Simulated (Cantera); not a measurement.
Gas mixture: N2O : NO = 0.64 : 0.69 (molar parts), at 20.0 Torr, frozen composition.

Cantera's kinetic-theory transport with the Lennard-Jones parameters of GRI-Mech 3.0, ideal gas; thermal conductivity in the multicomponent form. The composition is frozen, though it would react at the higher temperatures.

One state of this run: ρ (kg/m³) = 0.00714; cp (J/kg/K) = 1293; μ (µPa s) = 58.0; λ (mW/m/K) = 103; Pr = 0.727; D (cm²/s) OH = 191; D (cm²/s) H = 787; D (cm²/s) NH3 = 155. D: mixture-averaged diffusion coefficient of that species in the mixture.

Which value of T (K) does it belong to?
A) 1650
B) 2150
C) 1900
D) 1400

A, 1650
